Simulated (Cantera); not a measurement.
Input (Python, Cantera) and output of one run.

```python
import numpy as np
import cantera as ct

gas_names = [...]  # 110 gases of nasa_gas.yaml made of C, F, H
cond_names = """
    C(gr) C6H6(L) C7H8(L) C8H18(L),n-octa
""".split()


# ... load() reads the species with a 1 bar reference pressure and builds the phases ...
atoms = {
    'CH2F2': {'C': 1, 'H': 2, 'F': 2},
    'H2': {'H': 2},
}
top_T = {'C(gr)': 4500}  # K; cautious upper limits of use, not melting points


# ... equilibrate(T, P, feed) seeds the gas with the atoms and calls Mixture.equilibrate('TP', solver="vcs", rtol=1e-11, max_steps=5000) ...
results = []
feed = {'CH2F2': 1, 'H2': 0.16}  # mol
P = 12  # Pa
for T in [2500, 2750, 3000, 3250, 3500, 3750, 4000, 4250, 4500, 4750, 5000]:
    mix = equilibrate(T, P, feed)
    results.append((T, P, feed, dict(zip(mix.species_names, mix.species_moles))))

top = {s: max(r[3][s] / sum(r[3][g] for g in gas_names) for r in results) for s in gas_names}
cols = sorted((s for s in top if top[s] > 1e-06), key=lambda s: -top[s])[:6]
seen = [c for c in cond_names if any(r[3].get(c, 0) > 1e-12 for r in results)]
print("log10 of partial pressures in bar; condensed amounts in mol")
print(f"{'T/K':>10s}" + "".join(f"{s[:9]:>10s}" for s in cols + seen))
for T, P, feed, n in results:
    ng = sum(n[g] for g in gas_names)
    print(f"{T:10.4g}" + "".join(f"{np.log10(max(n[s] / ng * P / 1e5, 1e-99)):10.3f}" for s in cols)
          + "".join(f"{n.get(c, 0):10.4g}" for c in seen))
```

Output:

```
log10 of partial pressures in bar; condensed amounts in mol
       T/K        HF         H         F         C        C3        C2     C(gr)
      2500    -4.036    -4.689    -5.227    -6.779    -6.304    -7.339    0.9592
      2750    -4.335    -4.453    -4.634    -5.507    -5.025    -5.956         0
      3000    -4.894    -4.307    -4.399    -4.939    -5.438    -5.787         0
      3250    -5.629    -4.286    -4.357    -4.690    -6.484    -6.108         0
      3500    -6.303    -4.283    -4.348    -4.653    -7.913    -6.737         0
      3750    -6.895    -4.282    -4.346    -4.648    -9.233    -7.337         0
      4000    -7.416    -4.281    -4.346    -4.647   -10.399    -7.868         0
      4250    -7.878    -4.281    -4.346    -4.647   -11.431    -8.339         0
      4500    -8.288    -4.281    -4.346    -4.648   -12.350    -8.759         0
      4750    -8.657    -4.282    -4.346    -4.650   -13.176    -9.138         0
      5000    -8.990    -4.282    -4.347    -4.653   -13.924    -9.482         0
```

Equilibrium computed with Cantera from the NASA thermochemical tables; the gas is ideal and each condensed phase is pure.
